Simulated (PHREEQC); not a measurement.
0.086 g of hydrous ferric oxide (600 m²/g; 0.2 weak and 0.005 strong sites per Fe, Dzombak-Morel constants, diffuse double layer) in 1 kg of water with 0.01 mol/kgw of an inert sodium salt and 4.9e-07 mol/kgw Na2SO4, at 25 °C; the pH is set by adding NaOH or the inert anion's acid. Oxygen alone is held at its pressure in air (log pO2 = -0.68). No CO2 enters from the air. No solid was allowed to form.

All values are PHREEQC results (ion-association model, wateq4f.dat), not measurements.

```
pH   S sorbed (%)  surface charge σ (C/m²)  surface potential ψ (mV)
---  ------------  -----------------------  ------------------------
4            99.9                    0.215                       185
4.5          99.7                    0.159                       170
5            98.8                    0.113                       152
5.5          94.8                    0.076                       132
6            77.0                    0.049                       110
6.5          34.4                    0.030                        86
7             6.7                    0.017                        60
7.5           0.9                    0.008                        34
8             0.1                    0.001                         6
8.5           0.0                   -0.005                       -22
9             0.0                   -0.013                       -49
9.5           0.0                   -0.024                       -75
10            0.0                   -0.040                      -100
```
